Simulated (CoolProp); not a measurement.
Aqueous magnesium chloride as a coolant, 29 % by mass, freezing at -86.3 °C, 1 atm.

Computed with CoolProp (Melinder's fits for secondary coolants).

| T (°C) | Prandtl number | cp (kJ/(kg K)) | conductivity (W/(m K)) | density (kg/m³) |
|---|---|---|---|---|
| -24.6 | 517000 | 2.698 | 0.364 | 1336 |
| -18.5 | 243000 | 2.692 | 0.385 | 1330 |
| -12.3 | 116000 | 2.687 | 0.405 | 1323 |
| -6.1 | 57300 | 2.681 | 0.424 | 1316 |
| 0.1 | 29700 | 2.674 | 0.443 | 1308 |
| 6.3 | 16400 | 2.664 | 0.460 | 1301 |
| 12.5 | 9610 | 2.650 | 0.477 | 1293 |
| 18.7 | 6090 | 2.632 | 0.494 | 1286 |
| 24.8 | 4240 | 2.609 | 0.510 | 1280 |
| 31 | 3220 | 2.580 | 0.526 | 1275 |
| 37.2 | 2720 | 2.543 | 0.541 | 1271 |
